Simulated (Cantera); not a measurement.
**Premixed flame**

A freely propagating, adiabatic, planar premixed flame of 22.7 % H2, 14.3 % O2, 63.0 % N2, equivalence ratio 0.79, unburnt at 573 K and 5.00 bar; mixture-averaged transport, grid criteria slope 0.08 and curve 0.16, no radiation.

Cantera simulation using the H2/O2 subset of GRI-Mech 3.0, which has no nitrogen chemistry; the numbers are that mechanism's predictions, not measurements. The hydrogen kinetics of GRI-Mech 3.0 are dated; newer H2 mechanisms differ, most at raised pressure. Burning velocities carry a grid error of a few per cent, more on coarse grids.

```
z (mm)   T (K)  u (m/s)     x H2    x O2       x H     x HO2       x O   x H2O2
-------  -----  -------  -------  ------  --------  --------  --------  -------
-0.184     573     3.33    0.226   0.143     <1e-8     <1e-8     <1e-8    <1e-8
-0.123     573     3.33    0.226   0.144     <1e-8   5.72e-8     <1e-8    <1e-8
-0.0922    573     3.32    0.224   0.144     <1e-8   6.59e-7     <1e-8  5.38e-8
-0.0614    577     3.32    0.218   0.145     <1e-8   8.85e-6   8.91e-8  7.33e-7
-0.0307    664     3.69    0.186   0.147   3.93e-5  0.000544   1.23e-5  4.50e-5
-0.0154    952     5.14    0.140   0.136   0.00148  0.000674  0.000312  9.07e-5
0         1346     7.13   0.0830   0.104   0.00732  0.000349   0.00234  2.62e-5
0.0154    1628     8.57   0.0411  0.0696    0.0118  0.000183   0.00500  5.58e-6
0.0307    1789     9.39   0.0228  0.0520    0.0112  0.000109   0.00593  3.33e-6
0.0614    1949     10.2   0.0131  0.0422   0.00691   5.84e-5   0.00491  1.96e-6
0.123     2074     10.8  0.00788  0.0387   0.00290   2.93e-5   0.00280  1.21e-6
0.246     2150     11.1  0.00393  0.0371  0.000924   1.35e-5   0.00130  7.68e-7
0.492     2189     11.3  0.00169  0.0367  0.000253   6.46e-6  0.000556  5.01e-7
```
x: mole fraction of selected species; z is measured from the peak of heat release.

- laminar burning velocity = 333 cm/s
- thermal thickness = 0.0614 mm
- peak x(H) = 0.0120
- peak x(HO2) = 0.000798
- peak x(O) = 0.00594
- peak x(H2O2) = 9.19e-5
